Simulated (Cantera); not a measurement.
## Stirred combustor or abatement burner

A perfectly stirred reactor is fed with CH4 : CO : O2 : N2 : H2O = 1 : 0.15 : 2.21 : 8.3 : 0.25 (molar parts), at 0.987 atm; it is adiabatic with a 450 K inlet, and is followed from long to short residence time, starting on the burning branch (τ in s: 0.021, 0.0086, 0.0036, 0.0015, 0.00061, 0.00025, 0.0001, 4.3e-05, 1.8e-05).

Computed with Cantera and GRI-Mech 3.0 (53 species, 325 reactions).

| τ (s) | T (K) | x CH4 | x CO | x O2 | x HCN | x O |
|---|---|---|---|---|---|---|
| 0.021 | 2198 | 1.05e-5 | 0.00953 | 0.0162 | 3.25e-7 | 0.000747 |
| 0.0086 | 2163 | 2.03e-5 | 0.0122 | 0.0180 | 3.87e-7 | 0.00109 |
| 0.0036 | 2115 | 3.79e-5 | 0.0156 | 0.0203 | 4.56e-7 | 0.00163 |
| 0.0015 | 2054 | 7.29e-5 | 0.0195 | 0.0230 | 5.48e-7 | 0.00239 |
| 0.00061 | 1980 | 0.000151 | 0.0240 | 0.0264 | 6.87e-7 | 0.00334 |
| 0.00025 | 1898 | 0.000344 | 0.0294 | 0.0306 | 9.18e-7 | 0.00418 |
| 0.00010 | 1797 | 0.00100 | 0.0386 | 0.0382 | 1.44e-6 | 0.00418 |
| 4.3e-5 | 450 | 0.0840 | 0.0126 | 0.186 | <1e-12 | <1e-12 |
| 1.8e-5 | 450 | 0.0840 | 0.0126 | 0.186 | <1e-12 | <1e-12 |
x: mole fraction; the columns are a selection and need not sum to one.
